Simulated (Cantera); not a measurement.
Feed: 1 mol Ta2O5, 9.8 mol CO, 17 mol H2, held at 1825 K and 80.0 Pa.

Cantera equilibrium calculation (NASA polynomials, part measured and part estimated; ideal gas, pure solids and liquids). Candidate condensed phases: C, C6H6, C7H8, C8H18, H2O, Ta, TaC, Ta2O5; 113 gas species. Mutual solubility and eutectic melting of coexisting phases are not modelled. Condensed phases not in the tables: Ta2C, N, O or C dissolved in the metal. Equilibrium is a limit: real reactors are often held back by kinetics, nucleation or transport.

Base state: H2 0.624, CO 0.363, H 0.0123, H2O 0.000492, CO2 7.31e-5, TaO2 4.61e-5 (mole fractions); condensed: Ta(s) + Ta2O5(s).

What changes in the equilibrium state with this change: H2 from 17 to 0.41 mol?


| species | before | after |
|---|---|---|
| CO | 0.363 | 0.958 |
| H2 | 0.624 | 0.0385 |
| H | 0.0123 | 0.00306 |
| TaO2 | 4.61e-5 | 4.04e-5 |
| H2O | 0.000492 | 3.96e-5 |
| CO2 | 7.31e-5 | 0.000251 |
| Ta(s), mol | 0.00570 | 0 |
| Ta2O5(s), mol | 0.996 | 0.999 |
| TaC(s), mol | 0 | 0.000765 |
TaC: taken at fixed stoichiometry. Condensed phases not in the tables: Ta2C.

What changes in the equilibrium state with this change: pressure from 80.0 Pa to 0.100 bar?


```csv
species,before,after
H2,0.624,0.632
CO,0.363,0.365
H2O,0.000492,0.00196
H,0.0123,0.00111
TaO2,4.61e-5,1.86e-7
CO2,7.31e-5,0.000288
"Ta(s), mol",0.00570,0
"Ta2O5(s), mol",0.996,0.991
"TaC(s), mol",0,0.0172
```
TaC: taken at fixed stoichiometry. Condensed phases not in the tables: Ta2C.
